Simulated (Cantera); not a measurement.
Feed: 1 mol HgO, 0.13 mol H2, at 0.200 bar.

Cantera equilibrium calculation (NASA polynomials, part measured and part estimated; ideal gas, pure solids and liquids). Candidate condensed phases: H2O, Hg, HgO; 10 gas species. Equilibrium is a limit: real reactors are often held back by kinetics, nucleation or transport.

Problem. Which condensed phases are stable at each of these points (T (K)): 473, 523, 573, 623, 673, 723, 773?

Solution. 
| T (K) | condensed phases | Hg condensed (%) |
|---|---|---|
| 473 | Hg(l) + HgO(s) | 98.3 |
| 523 | Hg(l) + HgO(s) | 87.5 |
| 573 | HgO(s) | 87.0 |
| 623 | HgO(s) | 85.0 |
| 673 | gas only | 0.0 |
| 723 | gas only | 0.0 |
| 773 | gas only | 0.0 |

From 473 K to 523 K the condensed part is Hg(l) + HgO(s). From 573 K to 623 K the condensed part is HgO(s). From 673 K to 773 K nothing is condensed.
